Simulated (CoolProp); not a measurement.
Vapour-liquid equilibrium of R152A (1) + n-pentane (2) at 309.3 K; x and y are mole fractions of (1).

Values from CoolProp's multi-fluid Helmholtz-energy mixture model, Outcalt 1996 and Thol 2019; pair parameters Bell 2016.

| x | bubble pressure, mixture model (MPa) | bubble pressure, Raoult's law (MPa) | y, mixture model | y, Raoult's law |
|---|---|---|---|---|
| 0.05 | 0.2124 | 0.1375 | 0.524 | 0.298 |
| 0.125 | 0.3435 | 0.1914 | 0.712 | 0.535 |
| 0.2 | 0.4399 | 0.2452 | 0.781 | 0.668 |
| 0.275 | 0.5101 | 0.2990 | 0.816 | 0.754 |
| 0.35 | 0.5615 | 0.3528 | 0.838 | 0.813 |
| 0.425 | 0.6004 | 0.4067 | 0.854 | 0.856 |
| 0.5 | 0.6315 | 0.4605 | 0.866 | 0.890 |
| 0.575 | 0.6586 | 0.5143 | 0.878 | 0.916 |
| 0.65 | 0.6843 | 0.5682 | 0.890 | 0.937 |
| 0.725 | 0.7105 | 0.6220 | 0.903 | 0.955 |
| 0.8 | 0.7382 | 0.6758 | 0.920 | 0.970 |
| 0.875 | 0.7678 | 0.7296 | 0.943 | 0.983 |
| 0.95 | 0.7988 | 0.7835 | 0.973 | 0.994 |

The largest gap from Raoult's law is +79.5 % in bubble pressure, at x = 0.125. No azeotrope shows between x = 0.05 and 0.95.

The pair parameters rest on a limited set of measurements; away from them the model extrapolates. With so large a gap from Raoult's law the liquid may split in two, which this calculation doesn't test in full.
